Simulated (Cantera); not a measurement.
# Low-pressure radical oxidation in H2/O2

An isothermal, constant-pressure homogeneous reactor starts with H2 : O2 : N2 = 0.025 : 1 : 1.8 (molar parts), equivalence ratio 0.013, at 1175 K and 0.0290 bar.

Detailed kinetics in Cantera: the H2/O2 subset of GRI-Mech 3.0, which has no nitrogen chemistry. Radical loss at walls, strong at low pressure, is not modelled.

```csv
t (s),x H2,x O2,x O,x H2O,x H2O2
0.000200,0.00885,0.354,6.32e-10,2.34e-10,<1e-12
0.000455,0.00885,0.354,2.71e-9,1.92e-9,<1e-12
0.00104,0.00885,0.354,2.09e-8,2.28e-8,2.56e-12
0.00236,0.00885,0.354,1.06e-6,1.34e-6,1.69e-11
0.00537,0.00468,0.351,0.00238,0.00324,1.17e-7
0.0122,8.41e-5,0.347,0.00569,0.00814,3.40e-8
0.0278,5.64e-5,0.348,0.00405,0.00837,3.21e-8
0.0632,3.02e-5,0.350,0.00214,0.00859,3.01e-8
0.144,1.12e-5,0.351,0.000790,0.00875,2.45e-8
0.328,3.05e-6,0.351,0.000217,0.00883,1.55e-8
0.746,7.25e-7,0.351,5.25e-5,0.00886,7.20e-9
1.70,1.76e-7,0.351,1.29e-5,0.00887,2.66e-9
3.86,4.75e-8,0.351,3.54e-6,0.00888,9.09e-10
8.79,1.46e-8,0.351,1.10e-6,0.00888,3.18e-10
20.0,5.06e-9,0.351,3.86e-7,0.00889,1.18e-10
```
x: mole fraction; the columns are a selection and need not sum to one.

Equilibrium at this temperature and pressure: H2 6.63e-10, O2 0.351, O 5.11e-8, H2O 0.00889, H2O2 1.71e-11 (gas phase only).
